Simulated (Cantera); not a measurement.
Feed: 1 mol Si2H6, 0.17 mol CO2, equilibrated at 1550 °C and 58.0 Pa.

Equilibrium computed with Cantera from the NASA thermochemical tables; the gas is ideal and each condensed phase is pure. Candidate condensed phases: C, C6H6, C7H8, C8H18, H2O, Si, SiC, SiO2; 123 gas species. The feed counts by its element totals alone. Mutual solubility and eutectic melting of coexisting phases are not modelled. Gases not in the tables: Si2H6 and higher silanes. Equilibrium is a limit: real reactors are often held back by kinetics, nucleation or transport.

Base state: H2 0.875, SiO 0.0894, H 0.0168, CO 0.0108, Si 0.00764, SiH 0.000184, Si2C 9.16e-5, Si2 4.94e-5 (mole fractions); condensed: Si(l) + SiC(s).

Question: What changes in the equilibrium state with this change: temperature from 1550 °C to 1100 °C?

Answer: 
```json
[
 {"species": "H2", "before": "0.875", "after": "0.928"},
 {"species": "SiO", "before": "0.0894", "after": "0.0709"},
 {"species": "CO", "before": "0.0108", "after": "0.00116"},
 {"species": "H", "before": "0.0168", "after": "0.000133"},
 {"species": "Si2C", "before": "9.16e-5", "after": "<1e-9"},
 {"species": "Si2", "before": "4.94e-5", "after": "<1e-9"},
 {"species": "Si3", "before": "1.16e-5", "after": "<1e-9"},
 {"species": "Si", "before": "0.00764", "after": "6.69e-7"},
 {"species": "Si(l), mol", "before": "1.54", "after": "0"},
 {"species": "SiC(s), mol", "before": "0.133", "after": "0.166"},
 {"species": "Si(s), mol", "before": "0", "after": "1.55"},
 {"species": "SiO2(β-quartz), mol", "before": "0", "after": "0.0535"}
]
```
The tables hold silica as quartz up to 1696 K and as liquid above; real silica turns to tridymite and cristobalite and melts near 1996 K.

Question: What changes in the equilibrium state with this change: CO2 from 0.17 to 1.5 mol?

Answer: 
```json
[
 {"species": "H2", "before": "0.875", "after": "0.489"},
 {"species": "SiO", "before": "0.0894", "after": "0.287"},
 {"species": "CO", "before": "0.0108", "after": "0.208"},
 {"species": "H", "before": "0.0168", "after": "0.0126"},
 {"species": "Si3", "before": "1.16e-5", "after": "7.89e-7"},
 {"species": "Si2", "before": "4.94e-5", "after": "8.23e-6"},
 {"species": "SiH2", "before": "3.08e-5", "after": "7.01e-6"},
 {"species": "Si(l), mol", "before": "1.54", "after": "0"},
 {"species": "SiC(s), mol", "before": "0.133", "after": "0.240"}
]
```
